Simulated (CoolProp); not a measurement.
A closed Brayton cycle with nitrogen: compressor inlet 305.15 K and 0.31 MPa, high pressure 0.936 MPa, turbine inlet 930 K, compressor efficiency 0.85, turbine efficiency 0.9, recuperator effectiveness 0.8 (on enthalpy, no pinch check). Each further row changes one setting.

The numbers come from the reference Helmholtz-energy equation of state, Span 2000 in CoolProp.

```tsv
case	thermal efficiency (%)	net work (kJ/kg)	compressor to turbine work	compressor exit (K)	turbine exit (K)
as stated	33.5	100	0.58	438.1	718.6
turbine inlet 880 K	31.4	87.1	0.61	438.1	678.3
compressor inlet 315.15 K	32.3	95.7	0.60	452.4	718.6
high pressure 0.796 MPa	33.1	92.6	0.55	416.0	746.4
recuperator effectiveness 0.5	25.7	100	0.58	438.1	718.6
```
